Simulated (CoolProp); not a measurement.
A single-stage vapour-compression cycle with isohexane: evaporating at 319.15 K (dew point), condensing at 383.15 K (bubble point), superheat 10 K, subcooling 8 K, compressor efficiency 0.85, no pressure losses. Each further row changes one setting.

Computed with CoolProp (reference Helmholtz-energy equation of state, Lemmon 2006). It is a short technical equation, of lower accuracy than the large ones.

| case | cooling COP | pressure ratio | discharge temperature (K) | refrigerating effect (kJ/kg) | volumetric capacity (kJ/m³) |
|---|---|---|---|---|---|
| as stated | 3.22 | 6.22 | 383.2 | 212 | 433 |
| evaporating temperature 324.15 K | 3.67 | 5.24 | 383.2 | 220 | 530 |
| condensing temperature 378.15 K | 3.64 | 5.53 | 378.1 | 225 | 460 |
| subcooling 13 K | 3.42 | 6.22 | 383.2 | 225 | 460 |
| superheat 20 K | 3.34 | 6.22 | 383.2 | 230 | 456 |
| compressor efficiency 0.75 | 2.84 | 6.22 | 383.2 | 212 | 433 |

The compression ends wet for: as stated; evaporating temperature 324.15 K; condensing temperature 378.15 K; subcooling 13 K; superheat 20 K; compressor efficiency 0.75.
